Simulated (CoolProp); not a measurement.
A simple Rankine cycle with R134a: condensing at 290.15 K, boiler at 3 MPa, turbine inlet 454 K, turbine efficiency 0.6, pump efficiency 0.8, no recuperator. Each further row changes one setting.

Values from CoolProp's reference Helmholtz-energy equation of state, Tillner-Roth 1994.

```tsv
case	thermal efficiency (%)	net work (kJ/kg)	heat in (kJ/kg)	turbine exit temperature (K)	volume ratio over the turbine
as stated	9.2	30.5	331	407.9	5.77
condensing temperature 282.15 K	10.3	35.1	342	402.4	7.44
boiler pressure 2.1 MPa	7.6	25.8	338	419.2	3.98
turbine efficiency 0.5	7.5	25.0	331	413.1	5.86
```
